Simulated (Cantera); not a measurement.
Ignition delay

Mixture: H₂ : O₂ : N₂ = 1 : 0.5 : 1.65 (molar parts), at 7.20 bar, adiabatic and at constant pressure. Ignition delay is the time to a rise of 400 K.

Model: the H2/O2 subset of GRI-Mech 3.0, which has no nitrogen chemistry, integrated in Cantera. The hydrogen kinetics of GRI-Mech 3.0 are dated; newer H2 mechanisms differ, most at raised pressure. Below about 950 K walls govern HO2 and H2O2 in real vessels.

```json
[
 {"T0 (K)": "850", "delay (ms)": "575"},
 {"T0 (K)": "925", "delay (ms)": "65.2"},
 {"T0 (K)": "1000", "delay (ms)": "9.45"},
 {"T0 (K)": "1075", "delay (ms)": "1.46"},
 {"T0 (K)": "1150", "delay (ms)": "0.161"},
 {"T0 (K)": "1225", "delay (ms)": "0.0119"}
]
```

The apparent activation energy between 1075 and 1225 K comes out as 350 kJ/mol.
